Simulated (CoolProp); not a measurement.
Vapour-liquid equilibrium of ethanol (1) + o-xylene (2) at 2.75 bar; x and y are mole fractions of (1).

The numbers come from the multi-fluid Helmholtz-energy mixture model, Schroeder 2014 and Zhou 2012; pair parameters Bell 2016 in CoolProp.

```tsv
x	bubble temperature (°C)	y at the bubble point	dew temperature at overall composition x (°C)	liquid density (mol/L)
0.05	154.4	0.524	184.0	7.310
0.15	129.8	0.766	178.8	7.913
0.25	121.1	0.828	173.1	8.429
0.35	117.1	0.855	166.9	8.966
0.45	114.9	0.870	160.0	9.566
0.55	113.3	0.883	152.2	10.26
0.65	111.8	0.898	143.0	11.07
0.75	110.2	0.916	131.8	12.03
0.85	108.6	0.941	117.8	13.17
0.95	106.9	0.977	108.1	14.56
```

No azeotrope shows between x = 0.05 and 0.95.

The pair parameters rest on a limited set of measurements; away from them the model extrapolates. With so large a gap from Raoult's law the liquid may split in two, which this calculation doesn't test in full.
